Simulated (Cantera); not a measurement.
Charge: 1 mol NF₃, 0.0057 mol SO₂, held at 0.220 bar.

Method: chemical equilibrium by Gibbs-energy minimisation in Cantera with the NASA 1993 tables (ideal gas, pure condensed phases). Candidate condensed phases: S; 63 gas species. Ions and electrons are included (thermal ionisation). Kinetics and transport are ignored. All values below are at 4477 °C.

Base state: F 0.847, N₂ 0.134, N 0.0140, O 0.00317, S 0.00160, NO 4.77e-5, NF 1.12e-5 (mole fractions); condensed: gas only.

Question: What changes in the equilibrium state with this change: pressure from 0.220 bar to 15.0 Pa?

Answer: 
```
species   before     after
-------  -------  --------
F          0.847     0.762
N         0.0140     0.212
N₂         0.134    0.0211
NF       1.12e-5   1.05e-7
NO       4.77e-5   4.52e-7
S+       5.84e-6  0.000199
```
